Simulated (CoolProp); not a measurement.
Vapour pressure (kPa) of neopentane: the reference equation beside estimates from Tc = 433.7 K, pc = 3196 kPa, ω = 0.196. Clausius-Clapeyron is anchored at 300 K with a constant enthalpy of vaporisation of 21.78 kJ/mol.

Computed with CoolProp (reference Helmholtz-energy equation of state, Lemmon 2006). It is a short technical equation, of lower accuracy than the large ones.

| T (K) | reference | Lee-Kesler | Clausius-Clapeyron | Redlich-Kwong | Soave-Redlich-Kwong |
|---|---|---|---|---|---|
| 288.7 | 125.4 | 125.1 | 129.2 | 180.0 | 125.1 |
| 291.6 | 138.4 | 138.1 | 141.4 | 196.9 | 138.1 |
| 294.4 | 151.8 | 151.6 | 154.0 | 214.3 | 151.6 |
| 297.2 | 166.3 | 166.2 | 167.5 | 232.8 | 166.1 |
| 300 | 181.8 | 181.8 | 181.8 | 252.4 | 181.7 |
| 302.8 | 198.4 | 198.4 | 197.1 | 273.2 | 198.3 |
| 305.6 | 216.1 | 216.2 | 213.4 | 295.2 | 216.1 |
| 308.4 | 235.0 | 235.2 | 230.7 | 318.5 | 235.1 |
| 311.2 | 255.1 | 255.4 | 249.0 | 343.0 | 255.3 |
| 314.1 | 277.3 | 277.6 | 269.1 | 369.8 | 277.6 |

Absolute difference from the reference over all 10 rows, mean and median: Lee-Kesler 0.1 and 0.1 %, Clausius-Clapeyron 1.6 and 1.6 %, Redlich-Kwong 38.3 and 38.3 %, Soave-Redlich-Kwong 0.1 and 0.1 %.
